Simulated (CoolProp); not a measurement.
Computed with CoolProp (reference Helmholtz-energy equation of state, Gao 2016).

Question: For sulfur dioxide, give the phase and the density (kg/m³), isothermal compressibility (1/MPa), expansivity (1/kK), fugacity coefficient at 358.5 K and 26.3 bar; 358.5 K and 39.4 bar; 358.5 K and 105 bar.

Answer: 
- 358.5 K and 26.3 bar: liquid; density 1180, isothermal compressibility 0.00455, expansivity 3.39, fugacity coefficient 0.649
- 358.5 K and 39.4 bar: liquid; density 1180, isothermal compressibility 0.00426, expansivity 3.25, fugacity coefficient 0.443
- 358.5 K and 105 bar: liquid; density 1210, isothermal compressibility 0.00327, expansivity 2.75, fugacity coefficient 0.187
